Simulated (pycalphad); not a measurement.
An equivalent pycalphad script:

```python
from pycalphad import Database, equilibrium, calculate, variables as v
import numpy as np
db = Database('COST507.tdb')
comps = ['AL', 'SI', 'VA']
phases = ['DIAMOND_A4', 'FCC_A1', 'LIQUID']
eq = equilibrium(db, comps, phases, {v.X('SI'): 0.0403, v.T: np.arange(1850, 499, -25), v.P: 101325, v.N: 1}, output=['HM', 'SM'])
```

CALPHAD calculation (pycalphad, COST 507 light-alloy database (1999)), 1 atm. The database dates from 1999; later assessments differ in places, in temperatures and in the compounds included. Phase fractions are per mole of atoms.

Results at three of the temperatures:

```
T = 1425.00 K, P = 101325 Pa, N = 1 mol of atoms
G = -77709 J/mol, H = 45351 J/mol, S = 86.36 J/(mol K)  (SER reference)
chemical potentials (J/mol): Al -76996, Si -94699
phase             fraction      x(Al)      x(Si)
LIQUID              1.0000     0.9597     0.0403
```

```
T = 1400.00 K, P = 101325 Pa, N = 1 mol of atoms
G = -75557 J/mol, H = 44561 J/mol, S = 85.80 J/(mol K)  (SER reference)
chemical potentials (J/mol): Al -74873, Si -91862
phase             fraction      x(Al)      x(Si)
LIQUID              1.0000     0.9597     0.0403
```

```
T = 1375.00 K, P = 101325 Pa, N = 1 mol of atoms
G = -73420 J/mol, H = 43772 J/mol, S = 85.23 J/(mol K)  (SER reference)
chemical potentials (J/mol): Al -72764, Si -89037
phase             fraction      x(Al)      x(Si)
LIQUID              1.0000     0.9597     0.0403
```

Changes of the phase set, refined by bisection:

```tsv
T (°C)	phases above	phases below
634.9	LIQUID	FCC_A1 + LIQUID
577.0	FCC_A1 + LIQUID	DIAMOND_A4 + FCC_A1
```

FCC_A1 is fcc; DIAMOND_A4 is diamond (Si).
